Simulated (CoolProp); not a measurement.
Carbon dioxide along the isobar 43.8 bar: Z from the reference equation and from simpler models built on Tc = 304.1 K, pc = 73.77 bar, ω = 0.224; each cubic takes its own stable root.

Values from CoolProp's reference Helmholtz-energy equation of state, Span 1996.

```json
[
 {"T (K)": "277.3", "phase": "liquid", "reference": "0.09217"},
 {"T (K)": "295.9", "phase": "gas", "reference": "0.7204"},
 {"T (K)": "314.6", "phase": "gas", "reference": "0.7896"},
 {"T (K)": "333.2", "phase": "gas", "reference": "0.8348"},
 {"T (K)": "351.9", "phase": "gas", "reference": "0.8674"},
 {"T (K)": "370.6", "phase": "gas", "reference": "0.8920"},
 {"T (K)": "389.2", "phase": "gas", "reference": "0.9110"},
 {"T (K)": "407.9", "phase": "gas", "reference": "0.9262"},
 {"T (K)": "426.5", "phase": "gas", "reference": "0.9384"},
 {"T (K)": "445.2", "phase": "gas", "reference": "0.9485"},
 {"T (K)": "463.8", "phase": "gas", "reference": "0.9568"},
 {"T (K)": "482.5", "phase": "gas", "reference": "0.9639"},
 {"T (K)": "501.2", "phase": "gas", "reference": "0.9698"}
]
```

### Question
How far does each simpler model (van der Waals, Redlich-Kwong, Soave-Redlich-Kwong, Peng-Robinson) lie from the reference over these 13 states: mean and median of the absolute difference, and the worst?

### Answer
- van der Waals: mean 52.6 %, median 1.7 %, worst +661.6 % at 277.3 K and 43.8 bar
- Redlich-Kwong: mean 2.6 %, median 1.0 %, worst +22.2 % at 277.3 K and 43.8 bar
- Soave-Redlich-Kwong: mean 1.9 %, median 0.8 %, worst +16.0 % at 277.3 K and 43.8 bar
- Peng-Robinson: mean 1.2 %, median 1.1 %, worst +2.5 % at 277.3 K and 43.8 bar

At some of these states van der Waals gives the other phase, because its saturation line lies elsewhere.
